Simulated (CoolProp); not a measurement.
A Linde-Hampson liquefier for carbon monoxide: isothermal reversible compression at 290 K from 1 atm to 20 MPa, throttling to 1 atm, return gas leaving the recuperator 5 K below the feed. Each further row changes one setting.

The numbers come from the reference Helmholtz-energy equation of state, Lemmon 2006 in CoolProp. It is a short technical equation, of lower accuracy than the large ones.

```json
[
 {"case": "as stated", "liquid yield per pass": "0.083", "compression work (kJ/kg of gas)": "453"},
 {"case": "high pressure 40 MPa", "liquid yield per pass": "(withheld)", "compression work (kJ/kg of gas)": "(withheld)"},
 {"case": "warm-end temperature 320 K", "liquid yield per pass": "(withheld)", "compression work (kJ/kg of gas)": "(withheld)"},
 {"case": "warm-end gap 10 K", "liquid yield per pass": "(withheld)", "compression work (kJ/kg of gas)": "453"}
]
```

Question: What belongs in the gaps?

Answer: 
- high pressure 40 MPa, liquid yield per pass: 0.106
- high pressure 40 MPa, compression work (kJ/kg of gas): 519
- warm-end temperature 320 K, liquid yield per pass: 0.059
- warm-end temperature 320 K, compression work (kJ/kg of gas): 503
- warm-end gap 10 K, liquid yield per pass: 0.071
